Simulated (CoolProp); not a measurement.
Decamethylcyclopentasiloxane (D5) along the isobar 5.35 bar: fugacity coefficient from the reference equation and from simpler models built on Tc = 618.3 K, pc = 10.78 bar, ω = 0.631; each cubic takes its own stable root.

Values from CoolProp's reference Helmholtz-energy equation of state, Thol 2019.

| T (K) | phase | reference |
|---|---|---|
| 362.6 | liquid | 0.002979 |
| 394.8 | liquid | 0.01282 |
| 427 | liquid | 0.04060 |
| 459.1 | liquid | 0.1016 |
| 491.3 | liquid | 0.2131 |
| 523.5 | liquid | 0.3875 |
| 555.7 | liquid | 0.6274 |
| 587.8 | gas | 0.7890 |
| 620 | gas | 0.8290 |

Problem. How far does each simpler model (van der Waals, Redlich-Kwong, Soave-Redlich-Kwong, Peng-Robinson) lie from the reference over these 9 states: mean and median of the absolute difference, and the worst?

Solution. 
- van der Waals: mean 945.4 %, median 192.7 %, worst +5220.6 % at 362.6 K and 5.35 bar
- Redlich-Kwong: mean 245.4 %, median 96.6 %, worst +1057.8 % at 362.6 K and 5.35 bar
- Soave-Redlich-Kwong: mean 2.9 %, median 1.6 %, worst +12.0 % at 362.6 K and 5.35 bar
- Peng-Robinson: mean 4.4 %, median 0.9 %, worst +22.0 % at 362.6 K and 5.35 bar

At some of these states van der Waals, Redlich-Kwong gives the other phase, because its saturation line lies elsewhere.
